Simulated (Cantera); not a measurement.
Stirred combustor or abatement burner

A perfectly stirred reactor is fed with 12.3 % CO, 1.85 % H2, 0.741 % CH4, 17.9 % O2, 67.2 % N2, equivalence ratio 0.48, at 398 Torr; it is adiabatic with a 800 K inlet, and is followed from long to short residence time, starting on the burning branch (τ in s: 0.39, 0.14, 0.048, 0.017, 0.0059, 0.0021, 0.00074, 0.00026, 9.1e-05, 3.2e-05, 1.1e-05, 4e-06).

Model: GRI-Mech 3.0 (53 species, 325 reactions), integrated in Cantera.

```csv
τ (s),T (K),x CO,x H2,x CH4,x NO2,x H
0.39,2047,0.00230,0.000117,2.38e-7,9.27e-7,6.18e-5
0.14,2032,0.00375,0.000190,4.79e-7,4.74e-7,0.000131
0.048,2000,0.00665,0.000341,9.31e-7,2.06e-7,0.000330
0.017,1948,0.0112,0.000590,1.79e-6,7.71e-8,0.000808
0.0059,1868,0.0176,0.000965,3.70e-6,2.77e-8,0.00188
0.0021,1761,0.0257,0.00142,8.36e-6,1.36e-8,0.00387
0.00074,1618,0.0373,0.00189,2.33e-5,8.11e-9,0.00683
0.00026,1405,0.0645,0.00251,0.000116,2.76e-9,0.00801
9.1e-5,800,0.123,0.0185,0.00741,<1e-12,<1e-12
3.2e-5,800,0.123,0.0185,0.00741,<1e-12,<1e-12
1.1e-5,800,0.123,0.0185,0.00741,<1e-12,<1e-12
4.0e-6,800,0.123,0.0185,0.00741,<1e-12,<1e-12
```
x: mole fraction; the columns are a selection and need not sum to one.
